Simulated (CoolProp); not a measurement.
Properties of ammonia along the isotherm -1.15 °C (Tc = 132.4 °C, pc = 113.6 bar, ω = 0.256).

Model: reference Helmholtz-energy equation of state, Gao 2020, in CoolProp.

```json
[
 {"p (bar)": "1.8", "phase": "gas", "density (kg/m³)": "1.394", "speed of sound (m/s)": "410.4"},
 {"p (bar)": "3.03", "phase": "gas", "density (kg/m³)": "2.397", "speed of sound (m/s)": "405.2"},
 {"p (bar)": "5.12", "phase": "liquid", "density (kg/m³)": "640.3", "speed of sound (m/s)": "1524"},
 {"p (bar)": "8.64", "phase": "liquid", "density (kg/m³)": "640.5", "speed of sound (m/s)": "1526"},
 {"p (bar)": "14.6", "phase": "liquid", "density (kg/m³)": "640.9", "speed of sound (m/s)": "1530"},
 {"p (bar)": "24.6", "phase": "liquid", "density (kg/m³)": "641.6", "speed of sound (m/s)": "1535"},
 {"p (bar)": "41.5", "phase": "liquid", "density (kg/m³)": "642.8", "speed of sound (m/s)": "1545"},
 {"p (bar)": "70", "phase": "liquid", "density (kg/m³)": "644.7", "speed of sound (m/s)": "1560"},
 {"p (bar)": "118", "phase": "liquid", "density (kg/m³)": "647.8", "speed of sound (m/s)": "1586"},
 {"p (bar)": "199", "phase": "liquid", "density (kg/m³)": "652.8", "speed of sound (m/s)": "1626"},
 {"p (bar)": "337", "phase": "liquid", "density (kg/m³)": "660.6", "speed of sound (m/s)": "1689"},
 {"p (bar)": "568", "phase": "liquid", "density (kg/m³)": "672.4", "speed of sound (m/s)": "1782"}
]
```
